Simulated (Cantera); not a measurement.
Input (Python, Cantera) and output of one run.

```python
import numpy as np
import cantera as ct

gas_names = [...]  # 109 gases of nasa_gas.yaml made of C, Cl, H, Si
cond_names = """
    C(gr) C6H6(L) C7H8(L) C8H18(L),n-octa Si(cr) Si(L) SiC(b)
""".split()


# ... load() reads the species with a 1 bar reference pressure and builds the phases ...
atoms = {
    'SiHCl3': {'Si': 1, 'H': 1, 'CL': 3},
    'CH4': {'C': 1, 'H': 4},
    'H2': {'H': 2},
}
top_T = {'C(gr)': 4500, 'SiC(b)': 3050}  # K; cautious upper limits of use, not melting points


# ... equilibrate(T, P, feed) seeds the gas with the atoms and calls Mixture.equilibrate('TP', solver="vcs", rtol=1e-11, max_steps=5000) ...
results = []
T = 1925  # K
P = 5200  # Pa
for m in [5.5, 9.1, 15, 26, 43, 72, 120, 200, 340, 570]:
    feed = {'SiHCl3': 1, 'CH4': 0.16, 'H2': m}  # mol
    mix = equilibrate(T, P, feed)
    results.append((T, P, feed, dict(zip(mix.species_names, mix.species_moles))))

top = {s: max(r[3][s] / sum(r[3][g] for g in gas_names) for r in results) for s in gas_names}
cols = sorted((s for s in top if top[s] > 0.001), key=lambda s: -top[s])[:5]
seen = [c for c in cond_names if any(r[3].get(c, 0) > 1e-12 for r in results)]
print("log10 of partial pressures in bar; condensed amounts in mol")
print(f"{'n(H2)':>10s}" + "".join(f"{s[:9]:>10s}" for s in cols + seen))
for T, P, feed, n in results:
    ng = sum(n[g] for g in gas_names)
    print(f"{feed['H2']:10.4g}" + "".join(f"{np.log10(max(n[s] / ng * P / 1e5, 1e-99)):10.3f}" for s in cols)
          + "".join(f"{n.get(c, 0):10.4g}" for c in seen))
```

Output:

```
log10 of partial pressures in bar; condensed amounts in mol
     n(H2)        H2       HCL     SiCL2         H     SiCL3     Si(L)    SiC(b)
       5.5    -1.427    -2.056    -2.267    -3.733    -4.129  0.004541    0.1599
       9.1    -1.383    -2.149    -2.497    -3.711    -4.473    0.1195    0.1599
        15    -1.351    -2.265    -2.760    -3.695    -4.869     0.241    0.1598
        26    -1.327    -2.417    -3.089    -3.683    -5.362    0.3722    0.1597
        43    -1.312    -2.576    -3.421    -3.676    -5.861    0.4783    0.1596
        72    -1.302    -2.755    -3.790    -3.671    -6.413    0.5632    0.1593
       120    -1.296    -2.946    -4.178    -3.668    -6.995    0.6161    0.1589
       200    -1.292    -3.147    -4.584    -3.666    -7.604    0.6326    0.1581
       340    -1.290    -3.364    -5.019    -3.664    -8.258    0.6043    0.1568
       570    -1.288    -3.580    -5.453    -3.664    -8.908    0.5186    0.1546
```

Cantera equilibrium calculation (NASA polynomials, part measured and part estimated; ideal gas, pure solids and liquids). Mutual solubility and eutectic melting of coexisting phases are not modelled. The tables' values for SiCl3, SiCl are old estimates; treat these amounts as uncertain. Gases not in the tables: Si2H6 and higher silanes.
